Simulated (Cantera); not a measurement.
Feed: 1 mol SiHCl₃, 3.1 mol N₂, held at 1523 K and 13.0 Pa.

Equilibrium computed with Cantera from the NASA thermochemical tables; the gas is ideal and each condensed phase is pure. Candidate condensed phases: NH₄Cl, Si, Si₃N₄; 28 gas species. The tables' values for SiCl₃, SiCl are old estimates; treat these amounts as uncertain. Equilibrium is a limit: real reactors are often held back by kinetics, nucleation or transport.

Base state: N₂ 0.610, SiCl₂ 0.186, HCl 0.181, SiCl₃ 0.00943, H₂ 0.00772, Cl 0.00336, SiCl₄ 0.00143, H 0.000178 (mole fractions); condensed: gas only.

### Question
What changes in the equilibrium state with this change: SiHCl₃ replaced by trisilylamine?

### Answer
```json
[
 {"species": "H₂", "before": "0.00772", "after": "0.554"},
 {"species": "N₂", "before": "0.610", "after": "0.444"},
 {"species": "H", "before": "0.000178", "after": "0.00151"},
 {"species": "SiCl₂", "before": "0.186", "after": "0"},
 {"species": "HCl", "before": "0.181", "after": "0"},
 {"species": "Si", "before": "1.85e-6", "after": "0.000139"},
 {"species": "SiCl₃", "before": "0.00943", "after": "0"},
 {"species": "Cl", "before": "0.00336", "after": "0"},
 {"species": "Si(s), mol", "before": "0", "after": "3.00"}
]
```
The feed counts by its element totals alone.
